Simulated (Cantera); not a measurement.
Feed: 1 mol Si3N4, 0.12 mol C, 0.23 mol H2, equilibrated at 10.0 mbar.

Method: chemical equilibrium by Gibbs-energy minimisation in Cantera with the NASA 1993 tables (ideal gas, pure condensed phases). Candidate condensed phases: C, C6H6, C7H8, C8H18, Si, SiC, Si3N4; 105 gas species. Mutual solubility and eutectic melting of coexisting phases are not modelled. Gases not in the tables: Si2H6 and higher silanes. Kinetics and transport are ignored.

### Question
Which condensed phases are stable at each of these points (T (K)): 1548, 1698, 1848, 1998, 2148, 2298, 2448, 2598, 2748, 2898?

### Answer
| T (K) | condensed phases | Si condensed (%) |
|---|---|---|
| 1548 | SiC(s) + Si3N4(s) | 100.0 |
| 1698 | SiC(s) + Si3N4(s) | 100.0 |
| 1848 | Si(l) + SiC(s) | 99.9 |
| 1998 | Si(l) + SiC(s) | 99.6 |
| 2148 | Si(l) + SiC(s) | 98.0 |
| 2298 | Si(l) + SiC(s) | 90.3 |
| 2448 | Si(l) | 51.1 |
| 2598 | gas only | 0.0 |
| 2748 | gas only | 0.0 |
| 2898 | gas only | 0.0 |

From 1548 K to 1698 K the condensed part is SiC(s) + Si3N4(s). From 1848 K to 2298 K the condensed part is Si(l) + SiC(s). At 2448 K the condensed part is Si(l). From 2598 K to 2898 K nothing is condensed.
